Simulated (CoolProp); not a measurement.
Values from CoolProp's reference Helmholtz-energy equation of state, Lemmon 2006. It is a short technical equation, of lower accuracy than the large ones.

Problem. Give the vapour pressure (kPa), enthalpy of vaporisation (kJ/kg), liquid cp (kJ/(kg K)), vapour Z of saturated R142b at 305.9 K.

Solution. 
| T (K) | p (kPa) | enthalpy of vaporisation (kJ/kg) | liquid cp (kJ/(kg K)) | vapour Z |
|---|---|---|---|---|
| 305.9 | 426 | 197 | 1.34 | 0.891 |
